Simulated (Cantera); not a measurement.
Charge: 1 mol SiO2, 1.8 mol HBr, equilibrated at 3900 Pa.

Cantera equilibrium calculation (NASA polynomials, part measured and part estimated; ideal gas, pure solids and liquids). Candidate condensed phases: Br2, H2O, Si, SiO2; 28 gas species. The tables' values for SiBr3 are old estimates; treat these amounts as uncertain. The tables hold silica as quartz up to 1696 K and as liquid above; real silica turns to tridymite and cristobalite and melts near 1996 K. Kinetics and transport are ignored.

x: gas mole fraction; n: condensed amount in mol.

```csv
T (°C),x HBr,x Br,x H2,x H2O,x SiO,x H,x Br2,n SiO2(α-quartz),n SiO2(β-quartz),n SiO2(condensed)
350,1.000,8.86e-8,1.37e-5,7.06e-7,<1e-12,<1e-12,___,1.000,0,0
450,1.000,2.41e-6,5.71e-5,2.84e-6,<1e-12,<1e-12,___,1.000,0,0
550,1.000,2.92e-5,0.000174,8.09e-6,<1e-12,<1e-12,___,1.000,0,0
650,0.999,0.000201,0.000444,1.82e-5,<1e-12,2.61e-11,___,0,1.000,0
750,0.997,0.000911,0.00104,3.46e-5,<1e-12,6.75e-10,___,0,1.000,0
850,0.994,0.00300,0.00230,5.85e-5,<1e-12,1.04e-8,___,0,1.000,0
950,0.986,0.00780,0.00487,8.99e-5,1.21e-10,1.06e-7,___,0,1.000,0
1050,0.972,0.0171,0.00961,0.000128,9.72e-9,7.87e-7,0.00107,0,1.000,0
1150,0.948,0.0329,0.0176,0.000173,4.24e-7,4.46e-6,0.00112,0,1.000,0
1250,0.912,0.0572,0.0297,0.000237,1.06e-5,2.02e-5,0.00112,0,1.000,0
1350,0.860,0.0913,0.0465,0.000404,0.000134,7.54e-5,0.00108,0,0.999,0
1450,0.794,0.136,0.0678,0.00100,0.000790,0.000240,0.00101,0,0,0.998
1550,0.712,0.189,0.0921,0.00290,0.00278,0.000666,___,0,0,0.994
1650,0.617,0.248,0.116,0.00785,0.00781,0.00163,___,0,0,0.984
```

**Question.** Some entries are withheld; supply them.

**Answer.** 
- 350, x Br2: 1.36e-5
- 450, x Br2: 5.59e-5
- 550, x Br2: 0.000160
- 650, x Br2: 0.000343
- 750, x Br2: 0.000580
- 850, x Br2: 0.000804
- 950, x Br2: 0.000969
- 1550, x Br2: 0.000908
- 1650, x Br2: 0.000787
